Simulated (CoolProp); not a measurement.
A single-stage vapour-compression cycle with the fluid: evaporating at 236.15 K (dew point), condensing at 283.15 K (bubble point), superheat 8 K, subcooling 0 K, compressor efficiency 0.6, no pressure losses. The same conditions are run with several fluids, on thermodynamics alone (safety and materials aside).

The numbers come from the reference Helmholtz-energy equation of state of each fluid (ethane: Bücker 2006; vinyl chloride: Thol 2022; isobutene: Lemmon 2005; R13: Platzer 1990; R134a: Tillner-Roth 1994; dimethyl ether: Wu 2011) in CoolProp. The equations of Platzer and Polt are older, rougher fits.

```tsv
fluid	cooling COP	pressure ratio	discharge temperature (K)	refrigerating effect (kJ/kg)	volumetric capacity (kJ/m³)
ethane	2.03	3.52	[?]	268	3930
vinyl chloride	2.54	[?]	383.8	310	340
isobutene	[?]	7.16	[?]	326	241
R13	1.94	3.77	[?]	[?]	[?]
R134a	2.47	6.93	332.4	168	520
dimethyl ether	2.54	6.47	352.5	382	512
```

**Question.** Fill in the missing entries.

**Answer.** 
- ethane, discharge temperature (K): 335.9
- vinyl chloride, pressure ratio: 6.99
- isobutene, cooling COP: 2.55
- isobutene, discharge temperature (K): 329.9
- R13, discharge temperature (K): 322.2
- R13, refrigerating effect (kJ/kg): 75.2
- R13, volumetric capacity (kJ/m³): 2980
